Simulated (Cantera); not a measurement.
Thermodynamics of tantalum, niobium, vanadium and zirconium in process gases, feed Ta + CO₂

A closed system holds: 1 mol Ta, 1.5 mol CO₂, at 2050 K.

These are equilibrium values from Cantera (NASA tables, ideal gas, pure condensed phases), not measurements of a reactor. Candidate condensed phases: C, Ta, TaC, Ta₂O₅; 15 gas species. Mutual solubility and eutectic melting of coexisting phases are not modelled. TaC: taken at fixed stoichiometry. Condensed phases not in the tables: Ta₂C, N, O or C dissolved in the metal. The numbers say what is thermodynamically allowed, not how fast it happens.

```csv
P (Pa),x CO,x TaO₂,x TaO,x CO₂,x O,x Ta,n Ta(s),n Ta₂O₅(s),n TaC(s)
0.100,0.618,0.236,0.145,9.12e-5,0.000285,2.71e-7,0.0744,0,0
0.600,0.645,0.289,0.0656,0.000258,0.000129,4.51e-8,0.174,0,0
3.60,0.918,0.0682,0.0130,0.000437,2.55e-5,7.52e-9,0.365,0.251,0
22,0.986,0.0112,0.00213,0.000469,4.18e-6,1.23e-9,0.395,0.292,0
130,0.997,0.00189,0.000360,0.000474,7.07e-7,2.08e-10,0.399,0.299,0
770,0.999,0.000310,5.56e-5,0.000504,1.27e-7,3.04e-11,0,0.357,0.286
4600,0.999,4.01e-5,4.33e-6,0.000839,3.53e-8,1.42e-12,0,0.357,0.286
28000,0.999,5.09e-6,3.28e-7,0.00140,9.72e-9,<1e-12,0,0.357,0.286
170000,0.998,6.49e-7,2.50e-8,0.00235,2.68e-9,<1e-12,0,0.357,0.287
1000000,0.996,8.56e-8,1.99e-9,0.00389,7.55e-10,<1e-12,0,0.356,0.287
```
x: gas mole fraction; n: condensed amount in mol.

From 0.000750 Torr to 0.00450 Torr the condensed part is Ta(s). From 0.0270 Torr to 0.975 Torr the condensed part is Ta(s) + Ta₂O₅(s). From 5.78 Torr to 7500 Torr the condensed part is TaC(s) + Ta₂O₅(s). The main Ta-bearing gas is TaO₂ throughout.
